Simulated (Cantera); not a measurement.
Input: 1 mol SiHCl3, 3.4 mol HCl, 3.2 mol H2, equilibrated at 1375 K and 0.350 bar.

Cantera equilibrium calculation (NASA polynomials, part measured and part estimated; ideal gas, pure solids and liquids). Candidate condensed phases: Si; 19 gas species. The tables' values for SiCl3 are old estimates; treat these amounts as uncertain. Rates play no part.

Question: What is the equilibrium state?

Answer: 
```
Item                                  Value
--------------------------------  ---------
x(H2)                                 0.522
x(HCl)                                0.349
x(SiCl4)                              0.100
x(SiCl3)                             0.0127
x(SiHCl3)                           0.00954
x(SiCl2)                            0.00739
x(SiH2Cl2)                         0.000135
x(H)                                4.18e-6
x(Cl)                               2.32e-6
gas amount                        7.706 mol
log10 activity of Si(s) (absent)      -1.96
```
